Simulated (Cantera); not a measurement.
Feed: 1 mol PH3, 0.36 mol H2O, 5.6 mol O2, equilibrated at 1798 K and 0.133 bar.

Method: chemical equilibrium by Gibbs-energy minimisation in Cantera with the NASA 1993 tables (ideal gas, pure condensed phases). Candidate condensed phases: H2O, P, P4O10; 17 gas species. Gases not in the tables: HPO2, HPO3 and P4O6. Rates play no part.

### Question
What is the equilibrium state?

### Answer
```
Item                                Result
-------------------------------  ---------
x(O2)                                0.603
x(H2O)                               0.302
x(PO2)                              0.0695
x(P4O10)                            0.0233
x(OH)                              0.00255
x(O)                              0.000254
x(H2)                              5.62e-5
x(PO)                              7.32e-6
x(H)                               7.23e-6
gas amount                       6.142 mol
log10 activity of P(l) (absent)      -9.95
```
